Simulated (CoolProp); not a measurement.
C3F8 (R218) along the isotherm 106.05 °C: fugacity coefficient from the reference equation and from simpler models built on Tc = 71.9 °C, pc = 26.40 bar, ω = 0.317; each cubic takes its own stable root.

Model: reference Helmholtz-energy equation of state, Lemmon 2006, in CoolProp. It is a short technical equation, of lower accuracy than the large ones.

```csv
p (bar),phase,reference
13.2,gas,0.8849
26.4,gas,0.7719
39.6,supercritical,0.6620
52.8,supercritical,0.5665
66,supercritical,0.4987
79.2,supercritical,0.4522
92.4,supercritical,0.4194
106,supercritical,0.3951
119,supercritical,0.3781
132,supercritical,0.3655
```

### Question
How far does each simpler model (van der Waals, Peng-Robinson) lie from the reference over these 10 states: mean and median of the absolute difference, and the worst?

### Answer
- van der Waals: mean 2.6 %, median 2.2 %, worst +7.1 % at 106.05 °C and 132 bar
- Peng-Robinson: mean 2.9 %, median 2.8 %, worst -3.6 % at 106.05 °C and 39.6 bar
